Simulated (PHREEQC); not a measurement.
# Alkaline etch or developer

Make-up at 65 °C: 0.012 mol NaOH per kg of water. Closed to the air; pH follows from the charge balance.

Computed with PHREEQC (ion-association model, phreeqc.dat).

Precipitation was switched off in this run.

Predict the pH.

pH 10.93.

Complexes and solids missing from the database can't appear. Constants without temperature data keep their 25 °C values here.
